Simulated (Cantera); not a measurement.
A closed system holds: 1 mol TiO2, 3 mol H2, 0.66 mol H2O, held at 0.195 Torr.

These are equilibrium values from Cantera (NASA tables, ideal gas, pure condensed phases), not measurements of a reactor. Candidate condensed phases: H2O, Ti, TiO, TiO2, Ti2O3, Ti3O5, Ti4O7; 12 gas species. Rates play no part. All values below are at 1698 K.

Base state: H2 0.812, H2O 0.179, H 0.00808, OH 9.18e-5 (mole fractions); condensed: TiO2(rutile).

Q: What changes in the equilibrium state with this change: TiO2 replaced by Fe2O3?

A: 
```
species             before     after
-----------------  -------  --------
H2                   0.812     0.522
H2O                  0.179     0.458
Fe                       0    0.0125
FeO                      0   9.30e-5
Fe(OH)2                  0   3.59e-5
OH                 9.18e-5  0.000293
H                  0.00808   0.00648
TiO2(rutile), mol    1.000         0
FeO(l), mol              0      1.95
```
The tables' stoichiometric FeO is somewhat more stable than real wüstite, so its field is too wide. FeO: taken at fixed stoichiometry. Further candidate phases: Fe, FeO, Fe(OH)2, Fe(OH)3, Fe2O3, Fe3O4.
